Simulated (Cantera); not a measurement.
Input: 1 mol SiC, 0.36 mol Si, 7.1 mol N2, held at 1725 °C and 1 atm.

Cantera equilibrium calculation (NASA polynomials, part measured and part estimated; ideal gas, pure solids and liquids). Candidate condensed phases: C, Si, SiC, Si3N4; 20 gas species. Mutual solubility and eutectic melting of coexisting phases are not modelled. The numbers say what is thermodynamically allowed, not how fast it happens.

Base state: N2 1.000, Si 1.23e-5 (mole fractions); condensed: SiC(s) + Si3N4(s).

Task: What changes in the equilibrium state with this change: 0.75 mol NH3 added?

Result: 
```csv
species,before,after
N2,1.000,0.865
H2,0,0.134
HCN,0,0.000841
Si,1.23e-5,1.36e-5
H,0,0.000584
HNC,0,4.76e-5
"SiC(s), mol",1.000,0.993
"Si3N4(s), mol",0.120,0.122
```
Further candidate phases: C6H6, C7H8, C8H18.
